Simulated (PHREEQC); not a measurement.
Solution A (0.0023 mol H2SO4, 0.0054 mol LiCl and 0.0031 mol NiSO4 per kg of water) is mixed with solution B (0.0039 mol HBF4, 0.0039 mol K2CO3 and 0.00019 mol Rb2SO4 per kg of water) at 33 °C; shares are by mass of water, 1 kg in all. Oxygen alone is held at its pressure in air (log pO2 = -0.68). No CO2 enters from the air. Nothing may precipitate in this run.

Equilibrium calculation in PHREEQC: ion-association model, wateq4f.dat.

```csv
share of solution B,pH,Ni+2 (mol/kgw),SO4-2 (mol/kgw)
0,2.49,0.00245,0.00377
0.05,2.53,0.00233,(withheld)
0.1,2.58,(withheld),0.00354
0.15,2.63,0.00210,0.00341
0.2,2.68,0.00198,0.00328
0.25,2.73,0.00186,0.00314
0.3,2.79,0.00175,(withheld)
0.35,2.85,0.00163,0.00284
0.4,2.91,0.00152,0.00267
0.45,2.98,0.00140,0.00250
0.5,3.05,0.00128,0.00232
0.55,3.12,(withheld),0.00214
0.6,(withheld),0.00104,0.00195
0.65,3.27,0.000917,0.00175
0.7,3.34,0.000793,0.00154
0.75,3.41,0.000667,0.00133
0.8,3.47,0.000539,0.00111
0.85,3.54,0.000409,0.000884
0.9,3.60,0.000276,0.000655
0.95,3.65,0.000140,0.000420
1,3.71,0,0.000179
```

What belongs in the gaps?


- 0.05, SO4-2 (mol/kgw): 0.00366
- 0.1, Ni+2 (mol/kgw): 0.00221
- 0.3, SO4-2 (mol/kgw): 0.00299
- 0.55, Ni+2 (mol/kgw): 0.00116
- 0.6, pH: 3.19

Real BF4- forms and hydrolyses slowly; the run takes it at equilibrium.
